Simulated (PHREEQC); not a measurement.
Solution (8.3 °C): 0.33 mol Na3PO4 per kg of water. Closed to the air; pH follows from the charge balance.

Model: ion-association model, wateq4f.dat, run in PHREEQC.

No solid was allowed to form.

**Question.** Order these P species by the share of P that they hold, largest first: PO4-3, NaHPO4-, HPO4-2.

**Answer.** PO4-3 (93 %), HPO4-2 (5.1 %), NaHPO4- (1.8 %)

The pH is 12.70 and the ionic strength 1.92 mol/kgw. The ionic strength is past about 0.7 mol/kgw, beyond the range of this activity model, so the values are rough. H3PO4, which wateq4f.dat lacks, is added to it with the constant of phreeqc.dat. Away from 25 °C the constants follow the database's enthalpies or fits; those with neither stay at their 25 °C values.
